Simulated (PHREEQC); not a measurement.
A column of 0.1 m (30 cells, dispersivity 0.008 m, 300 s a shift, diffusion coefficient 3e-10 m²/s) holds 0.00092 eq of the database's cation exchanger X per kg of pore water, first in equilibrium with 0.53 mmol/kgw CaCl2 and 0.01 mmol/kgw HCl. It is flushed with 1 mmol/kgw PbCl2 and 0.01 mmol/kgw HCl, at 25 °C. Values are for the last cell. No CO2 enters from the air. Precipitation was switched off in this run.

Computed with PHREEQC (ion-association model, phreeqc.dat).

```tsv
pore volumes	Pb in solution (mol/kgw)	Ca in solution (mol/kgw)	Cl in solution (mol/kgw)	CaX2 on the exchanger (mol/kgw)
0	0	0.000530	0.00107	0.000460
0.1167	0	0.000530	0.00107	0.000460
0.3167	1.89e-11	0.000531	0.00107	0.000460
0.4167	4.25e-9	0.000537	0.00108	0.000460
0.6167	1.48e-6	0.000595	0.00120	0.000458
0.7167	8.30e-6	0.000639	0.00131	…
0.9167	7.32e-5	…	0.00153	…
1.017	0.000144	0.000665	0.00163	0.000337
1.117	0.000236	0.000615	0.00171	0.000279
1.317	0.000445	0.000469	0.00184	0.000178
1.417	0.000542	0.000393	0.00188	0.000139
1.617	0.000702	0.000263	0.00194	8.40e-5
1.717	0.000763	0.000211	0.00196	6.52e-5
1.917	0.000853	0.000133	0.00198	3.93e-5
2.017	0.000885	0.000105	0.00199	3.05e-5
2.117	0.000910	8.25e-5	0.00200	2.36e-5
2.317	0.000946	5.05e-5	0.00200	1.42e-5
2.417	0.000958	3.94e-5	0.00200	1.10e-5
2.617	0.000975	2.38e-5	0.00201	6.63e-6
2.717	0.000981	1.85e-5	0.00201	5.13e-6
2.917	0.000988	1.11e-5	0.00201	3.08e-6
3.017	0.000991	8.64e-6	0.00201	2.38e-6
```

Task: Complete the blanks.

Result: 
- 0.7167, CaX2 on the exchanger (mol/kgw): 0.000450
- 0.9167, Ca in solution (mol/kgw): 0.000686
- 0.9167, CaX2 on the exchanger (mol/kgw): 0.000390
